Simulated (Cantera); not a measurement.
A closed system holds: 1 mol Ti, 57 mol H₂, held at 1800 K and 1.33 mbar.

Method: chemical equilibrium by Gibbs-energy minimisation in Cantera with the NASA 1993 tables (ideal gas, pure condensed phases). Candidate condensed phases: Ti; 3 gas species. The numbers say what is thermodynamically allowed, not how fast it happens.

Base state: H₂ 0.990, H 0.00976, Ti 0.000367 (mole fractions); condensed: Ti(β).

Task: What changes in the equilibrium state with this change: temperature from 1800 K to 1575 K?

Result: 
```tsv
species	before	after
H₂	0.990	0.999
H	0.00976	0.00114
Ti	0.000367	4.66e-6
Ti(β), mol	0.979	1.000
```
